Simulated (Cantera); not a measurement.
Input: 1 mol (CH3)2SiCl2, 0.05 mol C2H2, 39 mol H2, equilibrated at 2475 K and 0.120 bar.

Method: chemical equilibrium by Gibbs-energy minimisation in Cantera with the NASA 1993 tables (ideal gas, pure condensed phases). Candidate condensed phases: C, C6H6, C7H8, C8H18, Si, SiC; 109 gas species. The feed counts by its element totals alone. The tables' values for SiCl are old estimates; treat these amounts as uncertain. Gases not in the tables: Si2H6 and higher silanes. The numbers say what is thermodynamically allowed, not how fast it happens.

Base state: H2 0.876, H 0.0608, HCl 0.0407, C2H2 (acetylene) 0.00852, Si 0.00739, Cl 0.00200, SiC2 0.00178, Si2C 0.000991 (mole fractions); condensed: C(graphite) + SiC(s).

Q: What changes in the equilibrium state with this change: temperature from 2475 K to 2148.15 K?

A: 
| species | before | after |
|---|---|---|
| H2 | 0.876 | 0.940 |
| HCl | 0.0407 | 0.0449 |
| H | 0.0608 | 0.0117 |
| Si | 0.00739 | 0.000168 |
| SiCl2 | 0.000642 | 0.000398 |
| Si2 | 4.29e-5 | 2.21e-7 |
| SiC2 | 0.00178 | 1.32e-5 |
| C(graphite), mol | 0.712 | 0.970 |
| SiC(s), mol | 0.404 | 0.970 |

Q: What changes in the equilibrium state with this change: pressure from 0.120 bar to 0.160 bar?

A: 
```csv
species,before,after
H2,0.876,0.886
H,0.0608,0.0529
HCl,0.0407,0.0413
Si,0.00739,0.00555
CH4,1.44e-5,1.96e-5
SiC2,0.00178,0.00134
Si2C,0.000991,0.000743
"C(graphite), mol",0.712,0.626
"SiC(s), mol",0.404,0.540
```
